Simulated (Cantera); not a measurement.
Charge: 1 mol CH₂F₂, 0.027 mol F₂, 4.4 mol H₂, at 802 °C and 0.0330 Torr.

Method: chemical equilibrium by Gibbs-energy minimisation in Cantera with the NASA 1993 tables (ideal gas, pure condensed phases). Candidate condensed phases: C, C₆H₆, C₇H₈, C₈H₁₈; 95 gas species. Rates play no part.

Base state: H₂ 0.680, HF 0.320 (mole fractions); condensed: C(graphite).

What changes in the equilibrium state with this change: temperature from 802 °C to 2550 °C?


```csv
species,before,after
H,1.82e-6,0.777
F,<1e-9,0.0821
HF,0.320,0.0810
H₂,0.680,0.00337
C,<1e-9,0.0414
C₃,<1e-9,0.00944
C₂,<1e-9,0.00431
CF,<1e-9,0.00138
C₂H,<1e-9,0.000169
"C(graphite), mol",1.000,0
```
